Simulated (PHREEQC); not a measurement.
Make-up at 35 °C: 0.0017 mol/kgw NH4HF2. Closed to the air; pH follows from the charge balance.

All values are PHREEQC results (ion-association model, phreeqc.dat), not measurements.

Each row changes one thing in this solution. Precipitation was switched off in this run.

```
case                                          pH  ionic strength (mol/kgw)  F- (mol/kgw)  HF (mol/kgw)  HF2- (mol/kgw)
------------------------------------------  ----  ------------------------  ------------  ------------  --------------
as made                                     3.44                   0.00209       0.00207       0.00130         1.11e-5
diluted 2-fold with water                   3.55                   0.00114       0.00114      0.000556         2.59e-6
temperature from 35 to 90 °C                3.80                   0.00187       0.00185       0.00152         1.17e-5
NH4HF2 from 0.0017 to 0.0085 mol/kgw        3.27                   0.00908       0.00881       0.00764        0.000276
NH4HF2 from 0.0017 to 0.0034 mol/kgw        3.35                   0.00388       0.00383       0.00288         4.52e-5
temperature from 35 to 55 °C                3.55                   0.00199       0.00198       0.00139         1.21e-5
NH4HF2 replaced by KF at the same molality  7.13                   0.00170       0.00170       2.17e-7         1.51e-9
NH4HF2 from 0.0017 to 0.00153 mol/kgw       3.45                   0.00190       0.00189       0.00115         8.92e-6
NH4HF2 from 0.0017 to 0.00085 mol/kgw       3.55                   0.00114       0.00114      0.000556         2.59e-6
```

Species that the database lacks are ignored. Constants without temperature data keep their 25 °C values here.
